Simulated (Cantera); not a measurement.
Feed: 1 mol SiH4, 4.8 mol NH3, equilibrated at 7.70 mbar.

Method: chemical equilibrium by Gibbs-energy minimisation in Cantera with the NASA 1993 tables (ideal gas, pure condensed phases). Candidate condensed phases: Si, Si3N4; 18 gas species. Gases not in the tables: Si2H6 and higher silanes. Equilibrium is a limit: real reactors are often held back by kinetics, nucleation or transport.

### Question
What share of the Si ends up in condensed phases as a function of T (K), at 1575, 1625, 1675, 1725, 1775, 1825, 1875, 1925?

### Answer
| T (K) | Si condensed (%) | as |
|---|---|---|
| 1575 | 100.0 | Si3N4(s) |
| 1625 | 100.0 | Si3N4(s) |
| 1675 | 99.9 | Si3N4(s) |
| 1725 | 99.8 | Si(l) |
| 1775 | 99.6 | Si(l) |
| 1825 | 99.2 | Si(l) |
| 1875 | 98.4 | Si(l) |
| 1925 | 96.9 | Si(l) |
